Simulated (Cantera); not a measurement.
Cantera run, input and output.

```python
import numpy as np
import cantera as ct

gas = ct.Solution("h2o2.yaml")
gas.TPX = 1250, 1000000, {'H2': 1, 'O2': 0.962, 'N2': 5.1}
reactor = ct.IdealGasReactor(gas, energy="on", clone=False)
net = ct.ReactorNet([reactor])
net.rtol, net.atol = 1e-08, 1e-16
show = ['H2', 'O2', 'OH', 'H2O', 'HO2', 'H', 'O']
times = np.geomspace(7e-06, 6, 14)

steps = ct.SolutionArray(gas, extra=["t"])
rows = []
print(f"{'t/s':>10s}{'T/K':>9s}{'P/Pa':>11s}" + "".join(f"{s:>11s}" for s in show))
for t in times:
    while net.time < t:
        t_next = net.step()
        steps.append(gas.state, t=t_next)
    rows.append([np.interp(t, steps.t, y) for y in (steps.T, steps.P, *steps(*show).X.T)])
    print(f"{t:10.3e}{rows[-1][0]:9.1f}{rows[-1][1]:11.4g}" + "".join(f"{x:11.3e}" for x in rows[-1][2:]))
rate = np.gradient(steps.T, steps.t)
print("integrator steps:", len(steps.t))
if steps.T.max() > steps.T[0] + 200:
    print(f"time of steepest temperature rise: {steps.t[rate.argmax()]:.4e} s")
gas.TPX = 1250, 1000000, {'H2': 1, 'O2': 0.962, 'N2': 5.1}
gas.equilibrate("UV")
print(f"equilibrium (UV): T = {gas.T:.1f} K  " + "  ".join(f"{s} {gas[s].X[0]:.3e}" for s in show))
```

Result:

```
       t/s      T/K       P/Pa         H2         O2         OH        H2O        HO2          H          O
 7.000e-06   1250.2      1e+06  1.416e-01  1.362e-01  5.604e-07  2.657e-05  2.159e-05  3.251e-06  9.451e-07
 2.002e-05   2460.9  1.833e+06  6.867e-04  6.877e-02  5.833e-03  1.484e-01  1.428e-05  1.361e-04  7.687e-04
 5.726e-05   2462.0  1.834e+06  6.561e-04  6.880e-02  5.724e-03  1.485e-01  1.411e-05  1.279e-04  7.380e-04
 1.638e-04   2462.0  1.834e+06  6.561e-04  6.880e-02  5.724e-03  1.485e-01  1.411e-05  1.279e-04  7.380e-04
 4.684e-04   2462.0  1.834e+06  6.561e-04  6.880e-02  5.724e-03  1.485e-01  1.411e-05  1.279e-04  7.380e-04
 1.340e-03   2462.0  1.834e+06  6.561e-04  6.880e-02  5.724e-03  1.485e-01  1.411e-05  1.279e-04  7.380e-04
 3.832e-03   2462.0  1.834e+06  6.561e-04  6.880e-02  5.724e-03  1.485e-01  1.411e-05  1.279e-04  7.380e-04
 1.096e-02   2462.0  1.834e+06  6.561e-04  6.880e-02  5.724e-03  1.485e-01  1.411e-05  1.279e-04  7.380e-04
 3.135e-02   2462.0  1.834e+06  6.561e-04  6.880e-02  5.724e-03  1.485e-01  1.411e-05  1.279e-04  7.380e-04
 8.966e-02   2462.0  1.834e+06  6.561e-04  6.880e-02  5.724e-03  1.485e-01  1.411e-05  1.279e-04  7.380e-04
 2.564e-01   2462.0  1.834e+06  6.561e-04  6.880e-02  5.724e-03  1.485e-01  1.411e-05  1.279e-04  7.380e-04
 7.335e-01   2462.0  1.834e+06  6.561e-04  6.880e-02  5.724e-03  1.485e-01  1.411e-05  1.279e-04  7.380e-04
 2.098e+00   2462.0  1.834e+06  6.561e-04  6.880e-02  5.724e-03  1.485e-01  1.411e-05  1.279e-04  7.380e-04
 6.000e+00   2462.0  1.834e+06  6.561e-04  6.880e-02  5.724e-03  1.485e-01  1.411e-05  1.279e-04  7.380e-04
integrator steps: 1055
time of steepest temperature rise: 1.3653e-05 s
equilibrium (UV): T = 2462.0 K  H2 6.561e-04  O2 6.880e-02  OH 5.724e-03  H2O 1.485e-01  HO2 1.411e-05  H 1.279e-04  O 7.380e-04
```

Model: the H2/O2 subset of GRI-Mech 3.0, which has no nitrogen chemistry, integrated in Cantera. The hydrogen kinetics of GRI-Mech 3.0 are dated; newer H2 mechanisms differ, most at raised pressure.
